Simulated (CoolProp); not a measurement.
Vapour-liquid equilibrium of benzene (1) + ethylbenzene (2) at 306.4 K; x and y are mole fractions of (1).

Values from CoolProp's multi-fluid Helmholtz-energy mixture model, Thol 2012 and Zhou 2012; pair parameters Bell 2016.

### Question
Give the bubble pressure and the first vapour's composition at x = 0.2, 0.5, 0.95. Is there an azeotrope?

### Answer
x = 0.2: 0.004722 MPa, y = 0.659; x = 0.5: 0.009471 MPa, y = 0.898; x = 0.95: 0.01749 MPa, y = 0.995. No azeotrope shows between x = 0.05 and 0.95.

Pair parameters are fitted to limited data, so mixtures are less certain than the pure fluids.
